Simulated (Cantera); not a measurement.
A closed system holds: 1 mol toluene, 25 mol H2, 0.076 mol CO2, at 2500 K and 0.100 bar.

Equilibrium computed with Cantera from the NASA thermochemical tables; the gas is ideal and each condensed phase is pure. Candidate condensed phases: C, C6H6, C7H8, C8H18, H2O; 110 gas species. Kinetics and transport are ignored.

**Question.** What is the equilibrium state?

**Answer.** 
```
Property                  Value
--------------------  ---------
x(H2)                     0.909
x(H)                     0.0758
x(C2H2 (acetylene))     0.00984
x(CO)                   0.00502
x(C2H)                  5.89e-5
x(C4H2)                 4.39e-5
x(CH3)                  1.86e-5
x(CH4)                  1.24e-5
x(C2H2 (vinylidene))    7.67e-6
n(C(graphite))         6.32 mol
gas amount            30.30 mol
```
